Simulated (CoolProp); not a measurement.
Vapour-liquid equilibrium of propane (1) + R134a (2) at 1.49 MPa; x and y are mole fractions of (1).

Values from CoolProp's multi-fluid Helmholtz-energy mixture model, Lemmon 2009 and Tillner-Roth 1994; pair parameters Bell 2016.

Problem. Give the bubble temperature and the first vapour's composition at x = 0.25, 0.65, 0.85. Is there an azeotrope?

Solution. x = 0.25: 311.7 K, y = 0.415; x = 0.65: 307.3 K, y = 0.632; x = 0.85: 309.7 K, y = 0.773. y crosses x between x = 0.55 and 0.65: the model has an azeotrope there.

The pair parameters rest on a limited set of measurements; away from them the model extrapolates. With so large a gap from Raoult's law the liquid may split in two, which this calculation doesn't test in full.
